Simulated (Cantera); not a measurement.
Input: 1 mol MgCO₃, 0.3 mol SO₂, 0.051 mol H₂O, held at 1125 K and 0.100 bar.

Equilibrium computed with Cantera from the NASA thermochemical tables; the gas is ideal and each condensed phase is pure. Candidate condensed phases: C, C₆H₆, C₇H₈, C₈H₁₈, H₂O, H₂SO₄, Mg, MgCO₃, MgO, Mg(OH)₂, MgS, MgSO₄, S; 130 gas species. The numbers say what is thermodynamically allowed, not how fast it happens.

Base state: CO₂ 0.740, SO₂ 0.222, H₂O 0.0377, SO₃ 1.49e-5, CO 1.44e-5 (mole fractions); condensed: MgO(s).

Problem. What changes in the equilibrium state with this change: temperature from 1125 K to 723.15 K?

Solution. 
```
species        before     after
-------------  ------  --------
CO₂             0.740     0.791
SO₂             0.222     0.156
H₂O            0.0377    0.0381
S₂              <1e-9    0.0114
H₂S             <1e-9   0.00227
S₂O             <1e-9  0.000543
MgO(s), mol      1.00     0.931
MgSO₄(s), mol       0    0.0693
```
Gases not in the tables: S₃ to S₇.

Problem. What changes in the equilibrium state with this change: MgCO₃ replaced by Fe₂O₃?

Solution. 
```json
[
 {"species": "SO₂", "before": "0.222", "after": "0.855"},
 {"species": "H₂O", "before": "0.0377", "after": "0.145"},
 {"species": "SO₃", "before": "1.49e-5", "after": "5.77e-5"},
 {"species": "CO₂", "before": "0.740", "after": "0"},
 {"species": "CO", "before": "1.44e-5", "after": "0"},
 {"species": "MgO(s), mol", "before": "1.00", "after": "0"},
 {"species": "Fe₂O₃(s), mol", "before": "0", "after": "1.000"}
]
```
Further candidate phases: Fe, FeO, Fe(OH)₂, Fe(OH)₃, FeS, FeSO₄, FeS₂, Fe₂O₃, Fe₂(SO₄)₃, Fe₃O₄.
